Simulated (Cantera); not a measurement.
Input (Python, Cantera):

```python
import numpy as np
import cantera as ct

gas = ct.Solution("gri30.yaml")
gas.TPX = 1375, 38000, {'H2': 1.5, 'O2': 1, 'N2': 12}
reactor = ct.IdealGasConstPressureReactor(gas, energy="off", clone=False)
net = ct.ReactorNet([reactor])
net.rtol, net.atol = 1e-08, 1e-18
show = ['H2', 'O2', 'NO2', 'NO', 'N2O', 'H2O', 'HO2']
times = np.geomspace(1e-05, 6, 12)

steps = ct.SolutionArray(gas, extra=["t"])
rows = []
print(f"{'t/s':>10s}{'T/K':>9s}{'P/Pa':>11s}" + "".join(f"{s:>11s}" for s in show))
for t in times:
    while net.time < t:
        t_next = net.step()
        steps.append(gas.state, t=t_next)
    rows.append([np.interp(t, steps.t, y) for y in (steps.T, steps.P, *steps(*show).X.T)])
    print(f"{t:10.3e}{rows[-1][0]:9.1f}{rows[-1][1]:11.4g}" + "".join(f"{x:11.3e}" for x in rows[-1][2:]))
rate = np.gradient(steps.T, steps.t)
print("integrator steps:", len(steps.t))
if steps.T.max() > steps.T[0] + 200:
    print(f"time of steepest temperature rise: {steps.t[rate.argmax()]:.4e} s")
gas.TPX = 1375, 38000, {'H2': 1.5, 'O2': 1, 'N2': 12}
gas.equilibrate("TP")
print(f"equilibrium (TP): T = {gas.T:.1f} K  " + "  ".join(f"{s} {gas[s].X[0]:.3e}" for s in show))
```

It prints:

```
       t/s      T/K       P/Pa         H2         O2        NO2         NO        N2O        H2O        HO2
 1.000e-05   1375.0    3.8e+04  1.034e-01  6.897e-02  7.290e-24  1.213e-17  1.414e-14  2.467e-08  3.377e-08
 3.352e-05   1375.0    3.8e+04  1.034e-01  6.896e-02  5.134e-21  9.111e-16  3.013e-13  1.378e-06  1.346e-07
 1.123e-04   1375.0    3.8e+04  7.628e-02  5.724e-02  1.196e-12  3.407e-08  3.172e-09  1.874e-02  7.711e-06
 3.766e-04   1375.0    3.8e+04  1.083e-02  2.468e-02  7.234e-10  1.414e-05  3.374e-08  8.262e-02  5.295e-06
 1.262e-03   1375.0    3.8e+04  3.955e-03  1.973e-02  2.036e-09  2.072e-05  5.088e-08  1.018e-01  4.309e-06
 4.231e-03   1375.0    3.8e+04  5.385e-04  1.823e-02  1.035e-08  2.129e-05  9.474e-08  1.081e-01  2.322e-06
 1.418e-02   1375.0    3.8e+04  4.834e-05  1.814e-02  3.967e-08  2.129e-05  1.341e-07  1.089e-01  4.177e-07
 4.753e-02   1375.0    3.8e+04  6.455e-06  1.816e-02  4.510e-08  2.128e-05  1.423e-07  1.090e-01  6.506e-08
 1.593e-01   1375.0    3.8e+04  1.387e-06  1.816e-02  3.162e-08  2.130e-05  1.120e-07  1.091e-01  1.698e-08
 5.340e-01   1375.0    3.8e+04  5.062e-07  1.817e-02  2.987e-08  2.130e-05  4.253e-08  1.091e-01  1.010e-08
 1.790e+00   1375.0    3.8e+04  4.049e-07  1.817e-02  3.125e-08  2.130e-05  8.809e-09  1.091e-01  9.601e-09
 6.000e+00   1375.0    3.8e+04  4.042e-07  1.817e-02  3.127e-08  2.130e-05  8.120e-09  1.091e-01  9.598e-09
integrator steps: 1914
equilibrium (TP): T = 1375.0 K  H2 4.052e-07  O2 1.808e-02  NO2 2.855e-07  NO 1.949e-04  N2O 8.108e-09  H2O 1.091e-01  HO2 9.564e-09
```

Computed with Cantera and GRI-Mech 3.0 (53 species, 325 reactions). The temperature is held fixed by assumption; the heat of reaction is taken as removed at once.
